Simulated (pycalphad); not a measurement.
An equivalent pycalphad script:

```python
from pycalphad import Database, equilibrium, calculate, variables as v
import numpy as np
db = Database('COST507.tdb')
comps = ['AL', 'SI', 'C', 'VA']
phases = ['AL4C3', 'AL4SIC4', 'AL8SIC7', 'CSI', 'DIAMOND_A4', 'FCC_A1', 'GRAPHITE', 'LIQUID']
eq = equilibrium(db, comps, phases, {v.X('SI'): 0.0162, v.X('C'): 0.1074, v.T: np.arange(1850, 499, -75), v.P: 101325, v.N: 1}, output=['HM', 'SM'])
```

Source of the numbers: pycalphad with the COST 507 light-alloy database (1999); pressure 1 atm. These are 1990s assessments: newer ones move some temperatures and phases. Phase fractions are per mole of atoms. Kinetics are ignored, which matters at the lower temperatures.

Results at three of the temperatures:

```
T = 875.00 K, P = 101325 Pa, N = 1 mol of atoms
G = -38524 J/mol, H = 7014 J/mol, S = 52.04 J/(mol K)  (SER reference)
chemical potentials (J/mol): Al -34413, Si -44875, C -71114
phase             fraction      x(Al)      x(Si)       x(C)
FCC_A1              0.7545     0.9989     0.0011   9.78e-13
AL8SIC7             0.2455     0.5000     0.0625     0.4375
```

```
T = 650.00 K, P = 101325 Pa, N = 1 mol of atoms
G = -27743 J/mol, H = 548 J/mol, S = 43.52 J/(mol K)  (SER reference)
chemical potentials (J/mol): Al -22382, Si -18313, C -72911
phase             fraction      x(Al)      x(Si)       x(C)
FCC_A1              0.7545     0.9989     0.0011   1.74e-14
AL8SIC7             0.2455     0.5000     0.0625     0.4375
```

```
T = 575.00 K, P = 101325 Pa, N = 1 mol of atoms
G = -24601 J/mol, H = -1487 J/mol, S = 40.20 J/(mol K)  (SER reference)
chemical potentials (J/mol): Al -18844, Si -12999, C -73330
phase             fraction      x(Al)      x(Si)       x(C)
FCC_A1              0.7541     0.9994    0.00059      1e-14
AL8SIC7             0.2455     0.5000     0.0625     0.4375
DIAMOND_A4          0.0004   4.26e-10     1.0000      1e-14
```

Changes of the phase set, refined by bisection:

```
T (°C)              phases above                  phases below
------  ------------------------  ----------------------------
796.3             AL4C3 + liquid      AL4C3 + AL8SIC7 + liquid
654.6   AL4C3 + AL8SIC7 + liquid        AL8SIC7 + fcc + liquid
653.5     AL8SIC7 + fcc + liquid                 AL8SIC7 + fcc
342.2              AL8SIC7 + fcc  AL8SIC7 + diamond (Si) + fcc
```

Database names, with the compositions (at.%) that they take in these runs: AL4C3: Al 57 C 43; AL8SIC7: Al 50 C 44 Si 6. FCC_A1 is fcc; DIAMOND_A4 is diamond (Si).
